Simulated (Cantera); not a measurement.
Input: 1 mol C2H2, 0.059 mol NH3, 3.5 mol H2, at 1000 Pa.

Method: chemical equilibrium by Gibbs-energy minimisation in Cantera with the NASA 1993 tables (ideal gas, pure condensed phases). Candidate condensed phases: C, C6H6, C7H8, C8H18; 92 gas species. Kinetics and transport are ignored.

Task: At 2700 K, list the 7 most abundant gas species with their mole fractions, and the condensed phases.

Result: H2 0.554, H 0.423, C2H2 (acetylene) 0.0131, HCN 0.00419, N2 0.00251, C2H 0.00106, C3 0.000880. Condensed: C(graphite).
